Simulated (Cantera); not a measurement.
Charge: 1 mol NaCl, 26 mol H₂, 0.99 mol N₂, at 1400 K and 0.00240 bar.

These are equilibrium values from Cantera (NASA tables, ideal gas, pure condensed phases), not measurements of a reactor. Rates play no part.

```csv
species,before,after
H₂,0.926,0.925
N₂,0.0353,0.0353
NaCl,0.0331,0.0316
Na,0.00255,0.00407
HCl,0.00256,0.00407
Na₂Cl₂,1.93e-5,2.49e-6
H,9.56e-5,0.000254
```
Gas species are given as mole fractions.

Name the change that produced these shifts.
(A) temperature from 1400 K to 1275 K
(B) temperature from 1400 K to 2100 K
(C) temperature from 1400 K to 950 K
(D) pressure from 0.00240 bar to 0.000340 bar

D, pressure from 0.00240 bar to 0.000340 bar
